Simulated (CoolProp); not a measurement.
Vapour-liquid equilibrium of trans-2-butene (1) + acetone (2) at 0.629 MPa; x and y are mole fractions of (1).

The numbers come from the multi-fluid Helmholtz-energy mixture model, Lemmon 2005 and Lemmon 2006; pair parameters Bell 2016 in CoolProp.

```tsv
x	bubble temperature, mixture model (K)	bubble temperature, Raoult's law (K)	y, mixture model	y, Raoult's law
0.05	384.4	389.4	0.227	0.163
0.15	368.0	379.6	0.516	0.408
0.25	357.1	371.3	0.664	0.577
0.35	350.2	364.0	0.745	0.698
0.45	345.6	357.7	0.793	0.785
0.55	342.5	352.2	0.828	0.850
0.65	340.1	347.2	0.857	0.899
0.75	338.0	342.8	0.886	0.937
0.85	336.1	338.8	0.921	0.967
0.95	334.3	335.2	0.968	0.990
```

The largest gap from Raoult's law is -14.2 K in bubble temperature, at x = 0.25. No azeotrope shows between x = 0.05 and 0.95.

Pair parameters are fitted to limited data, so mixtures are less certain than the pure fluids.
